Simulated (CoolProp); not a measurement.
R123 along the isotherm 201.75 °C: Z from the reference equation and from simpler models built on Tc = 183.7 °C, pc = 3.662 MPa, ω = 0.282; each cubic takes its own stable root.

Computed with CoolProp (reference Helmholtz-energy equation of state, Younglove 1994). It is a modified Benedict-Webb-Rubin equation, recast in Helmholtz form.

```csv
p (MPa),phase,reference,Pitzer virial,van der Waals,Redlich-Kwong,Soave-Redlich-Kwong,Peng-Robinson
0.141,gas,0.9884,0.9883,0.9895,0.9882,0.9884,0.9870
0.282,gas,0.9766,0.9766,0.9788,0.9762,0.9767,0.9739
0.423,gas,0.9646,0.9649,0.9680,0.9641,0.9648,0.9606
0.563,gas,0.9525,0.9533,0.9570,0.9518,0.9529,0.9473
0.704,gas,0.9401,0.9416,0.9457,0.9393,0.9406,0.9337
0.845,gas,0.9274,0.9299,0.9342,0.9265,0.9282,0.9199
0.986,gas,0.9146,0.9182,0.9224,0.9136,0.9156,0.9060
1.13,gas,0.9012,0.9063,0.9101,0.9001,0.9025,0.8915
1.27,gas,0.8879,0.8947,0.8979,0.8867,0.8895,0.8773
1.41,gas,0.8744,0.8831,0.8854,0.8731,0.8763,0.8628
1.55,gas,0.8606,0.8715,0.8726,0.8592,0.8628,0.8481
1.69,gas,0.8464,0.8599,0.8594,0.8450,0.8490,0.8331
1.83,gas,0.8320,0.8483,0.8458,0.8305,0.8350,0.8179
```
